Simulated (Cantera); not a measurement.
Charge: 1 mol SiH2Cl2, 1.4 mol C2H2, 1800 mol H2, equilibrated at 0.190 bar.

Method: chemical equilibrium by Gibbs-energy minimisation in Cantera with the NASA 1993 tables (ideal gas, pure condensed phases). Candidate condensed phases: C, C6H6, C7H8, C8H18, Si, SiC; 109 gas species. Equilibrium is a limit: real reactors are often held back by kinetics, nucleation or transport.

**Question.** At 1627 °C, list the 5 most abundant gas species with their mole fractions, and the condensed phases.

**Answer.** H2 0.997, H 0.00182, HCl 0.00111, C2H2 (acetylene) 0.000381, CH4 0.000106. Condensed: C(graphite) + SiC(s).
